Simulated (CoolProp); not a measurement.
Values from CoolProp's reference Helmholtz-energy equation of state, Kamei 1995.

Question: For R22, give the phase and the speed of sound (m/s), viscosity (µPa s) at 371.6 K and 22.4 MPa; 433.4 K and 0.104 MPa; 319.8 K and 8.77 MPa.

Answer: 
- 371.6 K and 22.4 MPa: supercritical; speed of sound 484, viscosity 95.0
- 433.4 K and 0.104 MPa: gas; speed of sound 217, viscosity 19.8
- 319.8 K and 8.77 MPa: liquid; speed of sound 525, viscosity 116

Viscosity comes from a separate model (Bell 2016), an estimate that may be off by 10 % or more.
